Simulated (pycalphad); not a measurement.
CALPHAD calculation (pycalphad, COST 507 light-alloy database (1999)), 1 atm. No gas phase is included, though pure Mg would boil below 1377 °C. The database dates from 1999; later assessments differ in places, in temperatures and in the compounds included. Kinetics are ignored, which matters at the lower temperatures.

Molar enthalpy of Al-0.16Mg-0.23Si (at.%) in equilibrium (SER reference):

```csv
T (°C),H (kJ/mol),phases
1377,51.62,LIQUID
1277,48.45,LIQUID
1177,45.27,LIQUID
1077,42.10,LIQUID
977,38.93,LIQUID
877,35.75,LIQUID
777,32.58,LIQUID
727,30.99,LIQUID
677,29.40,LIQUID
627,17.13,FCC_A1
577,15.51,FCC_A1
477,12.42,FCC_A1
377,9.45,FCC_A1 + MG2SI + DIAMOND_A4
277,6.53,FCC_A1 + MG2SI + DIAMOND_A4
177,3.81,FCC_A1 + MG2SI + DIAMOND_A4
77,1.23,FCC_A1 + MG2SI + DIAMOND_A4
```

Cooling from 677 °C to 627 °C, across the freezing range, releases 12.3 kJ/mol, or 455 J/g. The slope is 32 J/(mol K) in the liquid and 32 J/(mol K) just below the solidus, where it includes any heat of precipitation. Liquidus 658 °C, solidus 644 °C. Changes were sought between steps of 50 K, so a narrower field can be missed.

Database names, with the compositions (at.%) that they take in these runs: MG2SI: Mg 67 Si 33. FCC_A1 is fcc; DIAMOND_A4 is diamond (Si).
